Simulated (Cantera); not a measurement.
A closed system holds: 1 mol MgO, 1 mol CO, held at 31.5 Torr.

Method: chemical equilibrium by Gibbs-energy minimisation in Cantera with the NASA 1993 tables (ideal gas, pure condensed phases). Candidate condensed phases: C, Mg, MgCO₃, MgO; 15 gas species. Equilibrium is a limit: real reactors are often held back by kinetics, nucleation or transport.

x: gas mole fraction; n: condensed amount in mol.

| T (°C) | x CO | x CO₂ | x Mg | x O | x O₂ | n C(graphite) | n MgO(s) |
|---|---|---|---|---|---|---|---|
| 527 | 0.385 | 0.615 | <1e-12 | <1e-12 | <1e-12 | 0.381 | 1.00 |
| 727 | 0.977 | 0.0228 | <1e-12 | <1e-12 | <1e-12 | 0.0222 | 1.00 |
| 927 | 0.999 | 0.000793 | 1.26e-9 | <1e-12 | <1e-12 | 0.000792 | 1.00 |
| 1127 | 1.000 | ? | ? | <1e-12 | <1e-12 | 0 | 1.000 |
| 1327 | 0.999 | ? | ? | ? | <1e-12 | 0 | 1.000 |
| 1527 | 0.996 | 0.00197 | 0.00197 | 1.18e-9 | 3.95e-12 | 0 | 0.998 |
| 1727 | 0.982 | 0.00881 | 0.00881 | 1.89e-7 | 3.35e-9 | 0 | 0.991 |
| 1927 | 0.941 | 0.0293 | 0.0293 | 1.21e-5 | 8.38e-7 | 0 | 0.970 |
| 2127 | 0.846 | 0.0764 | 0.0770 | 0.000396 | 8.75e-5 | 0 | 0.916 |
| 2327 | 0.664 | 0.151 | 0.168 | 0.00775 | 0.00465 | 0 | 0.788 |

Task: Some entries are withheld; supply them.

Result: 
- 1127, x CO₂: 7.20e-5
- 1127, x Mg: 9.50e-6
- 1327, x CO₂: 0.000299
- 1327, x Mg: 0.000299
- 1327, x O: 2.06e-12
